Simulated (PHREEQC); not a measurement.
Make-up at 15 °C: 0.0099 mol NiSO4, 0.49 mol NaHCO3 and 0.06 mol NaCl per kg of water. Closed to the air; pH follows from the charge balance.

Equilibrium calculation in PHREEQC: ion-association model, wateq4f.dat.

```
Item                      Result
-----------------  -------------
pH                          7.52
ionic strength     0.511 mol/kgw
activity of water          0.982
total alkalinity      490 meq/kg
```

| species | molality | activity | log γ |
|---|---|---|---|
| Na+ | 0.496 | 0.353 | -0.147 |
| HCO3- | 0.401 | 0.278 | -0.159 |
| Cl- | 0.0600 | 0.0388 | -0.190 |
| NaHCO3 | 0.0491 | 0.0553 | 0.051 |
| CO2 | 0.0200 | 0.0225 | 0.051 |
| Ni(CO3)2-2 | 0.00681 | 0.00201 | -0.529 |
| SO4-2 | 0.00661 | 0.00138 | -0.682 |
| NaSO4- | 0.00329 | 0.00228 | -0.159 |
| NiCO3 | 0.00301 | 0.00339 | 0.051 |
| NaCO3- | 0.00192 | 0.00134 | -0.159 |
| CO3-2 | 0.00147 | 0.000342 | -0.634 |
| NiHCO3+ | 6.96e-5 | 5.14e-5 | -0.132 |

This is a speciation only: nothing precipitates in the calculation. In wateq4f.dat the enthalpy of Ni(OH)2 has the wrong sign, so its saturation index can't be trusted away from 25 °C. The database's nickel carbonate constants are estimates that later reviews lower a good deal.
